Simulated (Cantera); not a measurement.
**SiH₂Cl₂ + N₂ + Cl₂ (silicon epitaxy and polysilicon growth)**

A closed system holds: 1 mol SiH₂Cl₂, a varied amount of N₂, 0.0096 mol Cl₂, at 1202 °C and 3.38 Torr.

Method: chemical equilibrium by Gibbs-energy minimisation in Cantera with the NASA 1993 tables (ideal gas, pure condensed phases). Candidate condensed phases: NH₄Cl, Si, Si₃N₄; 28 gas species. N₂ is the only nitrogen source here; it is nearly inert below about 1500 K, so the nitride shown seldom forms there in practice. The tables' values for SiCl₃ are old estimates; treat these amounts as uncertain. Rates play no part.

```tsv
n(N₂) (mol)	x N₂	x HCl	x H₂	x SiCl₂	x SiCl₃	n Si₃N₄(s)
12	0.854	0.0840	0.0316	0.0269	0.00250	0.196
19	0.903	0.0563	0.0204	0.0180	0.00140	0.198
30	0.937	0.0371	0.0131	0.0119	0.000760	0.198
46	0.958	0.0248	0.00859	0.00799	0.000421	0.199
70	0.972	0.0166	0.00566	0.00537	0.000233	0.199
110	0.982	0.0107	0.00361	0.00347	0.000122	0.199
170	0.988	0.00697	0.00234	0.00227	6.46e-5	0.199
```
x: gas mole fraction; n: condensed amount in mol.

From 12 mol N₂ to 170 mol N₂ the condensed part is Si₃N₄(s). The main Si-bearing gas is SiCl₂ throughout.
